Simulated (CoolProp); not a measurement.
Vapour-liquid equilibrium of ethane (1) + propylene (2) at 1.52 bar; x and y are mole fractions of (1).

Model: multi-fluid Helmholtz-energy mixture model, Bücker 2006 and Lemmon 2013; pair parameters Bell 2016, in CoolProp.

### Question
Give the bubble temperature and the first vapour's composition at x = 0.05, 0.35, 0.95. Is there an azeotrope?

### Answer
x = 0.05: 229.7 K, y = 0.229; x = 0.35: 210.2 K, y = 0.783; x = 0.95: 193.4 K, y = 0.993. No azeotrope shows between x = 0.05 and 0.95.

The pair parameters rest on a limited set of measurements; away from them the model extrapolates.
